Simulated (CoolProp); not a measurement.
Hydrogen chloride at 628.12 K and 11.8 MPa is throttled through a valve to 3.56 MPa with no heat exchange. Each further row changes one setting.

The numbers come from the reference Helmholtz-energy equation of state, Thol 2018 in CoolProp.

```tsv
case	temperature change (K)	final density (kg/m³)
as stated	?	?
outlet pressure 1.07 MPa	?	?
outlet pressure 4.63 MPa	?	34.4
```

Q: Some entries are withheld; supply them.

A: 
- as stated, temperature change (K): -27.3
- as stated, final density (kg/m³): 26.5
- outlet pressure 1.07 MPa, temperature change (K): -37.1
- outlet pressure 1.07 MPa, final density (kg/m³): 7.99
- outlet pressure 4.63 MPa, temperature change (K): -23.3
